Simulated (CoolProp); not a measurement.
Vapour-liquid equilibrium of isobutene (1) + n-octane (2) at 0.0101 MPa; x and y are mole fractions of (1).

Computed with CoolProp (multi-fluid Helmholtz-energy mixture model, Lemmon 2005 and Beckmüller 2019; pair parameters Bell 2016).

| x | bubble temperature, mixture model (°C) | bubble temperature, Raoult's law (°C) | y, mixture model | y, Raoult's law |
|---|---|---|---|---|
| 0.05 | 8.7 | 9.9 | 0.933 | 0.929 |
| 0.2 | -24.6 | -23.6 | 0.995 | 0.995 |
| 0.35 | -35.6 | -35.2 | 0.999 | 0.999 |
| 0.5 | -42.1 | -42.0 | 0.999 | 0.999 |
| 0.65 | -46.8 | -46.7 | 1.000 | 1.000 |
| 0.8 | -50.3 | -50.3 | 1.000 | 1.000 |
| 0.95 | -53.2 | -53.2 | 1.000 | 1.000 |

The largest gap from Raoult's law is -1.2 K in bubble temperature, at x = 0.05. No azeotrope shows between x = 0.05 and 0.95.

Pair parameters are fitted to limited data, so mixtures are less certain than the pure fluids.
